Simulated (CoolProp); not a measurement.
Vapour-liquid equilibrium of R152A (1) + isobutene (2) at 0.0337 bar; x and y are mole fractions of (1).

Values from CoolProp's multi-fluid Helmholtz-energy mixture model, Outcalt 1996 and Lemmon 2005; pair parameters Bell 2016.

```tsv
x	bubble temperature (°C)	y at the bubble point	dew temperature at overall composition x (°C)	liquid density (mol/L)
0.05	-75.2	0.339	-71.0	12.62
0.2	-80.5	0.612	-73.0	13.20
0.35	-81.8	0.673	-75.4	13.77
0.5	-82.1	0.696	-78.1	14.39
0.65	-82.3	0.717	-81.3	15.08
0.8	-82.3	0.762	-82.1	15.85
0.95	-81.5	0.899	-81.2	16.70
```

y crosses x between x = 0.65 and 0.8: the model has an azeotrope there.

Pair parameters are fitted to limited data, so mixtures are less certain than the pure fluids.
